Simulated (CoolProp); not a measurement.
A single-stage vapour-compression cycle with C2F6 (R116): evaporating at 206.15 K (dew point), condensing at 257.15 K (bubble point), superheat 5 K, subcooling 8 K, compressor efficiency 0.7, no pressure losses. Each further row changes one setting.

Computed with CoolProp (reference Helmholtz-energy equation of state, Lemmon 2006). It is a short technical equation, of lower accuracy than the large ones.

| case | cooling COP | pressure ratio | discharge temperature (K) | refrigerating effect (kJ/kg) | volumetric capacity (kJ/m³) |
|---|---|---|---|---|---|
| as stated | ? | 6.66 | 272.8 | 70.2 | 1040 |
| evaporating temperature 211.15 K | 2.49 | 5.29 | 271.1 | 72.8 | 1340 |
| condensing temperature 252.15 K | 2.47 | 5.73 | ? | 75.8 | 1130 |
| subcooling 13 K | ? | 6.66 | 272.8 | 75.8 | 1130 |
| superheat 15 K | 2.17 | 6.66 | ? | ? | ? |
| compressor efficiency 0.6 | 1.81 | 6.66 | ? | 70.2 | 1040 |

Problem. Some entries are withheld; supply them.

Solution. 
- as stated, cooling COP: 2.11
- condensing temperature 252.15 K, discharge temperature (K): 267.4
- subcooling 13 K, cooling COP: 2.28
- superheat 15 K, discharge temperature (K): 283.0
- superheat 15 K, refrigerating effect (kJ/kg): 76.8
- superheat 15 K, volumetric capacity (kJ/m³): 1080
- compressor efficiency 0.6, discharge temperature (K): 279.2
